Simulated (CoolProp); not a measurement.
Saturation properties of dimethyl carbonate.

Computed with CoolProp (reference Helmholtz-energy equation of state, Zhou 2011).

```json
[
 {"T (K)": "419", "p (MPa)": "0.4554", "liquid cp (kJ/(kg K))": "2.119", "surface tension (mN/m)": "11.9"},
 {"T (K)": "437.2", "p (MPa)": "0.6771", "liquid cp (kJ/(kg K))": "2.183", "surface tension (mN/m)": "9.74"},
 {"T (K)": "455.4", "p (MPa)": "0.9727", "liquid cp (kJ/(kg K))": "[?]", "surface tension (mN/m)": "[?]"},
 {"T (K)": "473.6", "p (MPa)": "1.357", "liquid cp (kJ/(kg K))": "2.352", "surface tension (mN/m)": "5.89"},
 {"T (K)": "491.8", "p (MPa)": "1.848", "liquid cp (kJ/(kg K))": "2.484", "surface tension (mN/m)": "4.18"},
 {"T (K)": "510", "p (MPa)": "2.466", "liquid cp (kJ/(kg K))": "[?]", "surface tension (mN/m)": "2.65"},
 {"T (K)": "528.2", "p (MPa)": "3.240", "liquid cp (kJ/(kg K))": "3.150", "surface tension (mN/m)": "1.34"},
 {"T (K)": "546.3", "p (MPa)": "4.208", "liquid cp (kJ/(kg K))": "[?]", "surface tension (mN/m)": "0.339"}
]
```

Q: Fill in the missing entries.

A: 
- 455.4, liquid cp (kJ/(kg K)): 2.258
- 455.4, surface tension (mN/m): 7.75
- 510, liquid cp (kJ/(kg K)): 2.699
- 546.3, liquid cp (kJ/(kg K)): 4.948

It boils at 363.3 K under 1 atm.

Surface tension comes from a separate correlation (Mulero 2014).
